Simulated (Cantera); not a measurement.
**Thermodynamics of boron, boron nitride and boron oxide, feed borazine + NH3 + H2**

Feed: 1 mol borazine, 0.49 mol NH3, 42 mol H2, held at 1.00 Torr.

Method: chemical equilibrium by Gibbs-energy minimisation in Cantera with the NASA 1993 tables (ideal gas, pure condensed phases). Candidate condensed phases: B, BN; 15 gas species. The feed counts by its element totals alone. Mutual solubility and eutectic melting of coexisting phases are not modelled. The tables' values for BH2 are old estimates; treat these amounts as uncertain. Rates play no part.

From 998 K to 1798 K the condensed part is BN(s). At 1898 K the condensed part is B(s) + BN(s). From 1998 K to 2098 K the condensed part is B(s).

```csv
T (K),x H2,x H,x N2,x BH2,n BN(s),n B(s)
998,0.995,5.88e-8,0.00533,<1e-12,3.00,0
1098,0.995,6.76e-7,0.00533,<1e-12,3.00,0
1198,0.995,5.19e-6,0.00533,3.41e-11,3.00,0
1298,0.995,2.93e-5,0.00533,1.07e-9,3.00,0
1398,0.995,0.000129,0.00533,2.03e-8,3.00,0
1498,0.994,0.000469,0.00533,2.60e-7,3.00,0
1598,0.993,0.00145,0.00533,2.40e-6,3.00,0
1698,0.991,0.00394,0.00533,1.70e-5,3.00,0
1798,0.985,0.00957,0.00535,9.58e-5,3.00,0
1898,0.961,0.0210,0.0177,0.000242,1.82,1.17
1998,0.921,0.0422,0.0360,0.000426,0,2.97
2098,0.884,0.0793,0.0353,0.000707,0,2.94
```
x: gas mole fraction; n: condensed amount in mol.
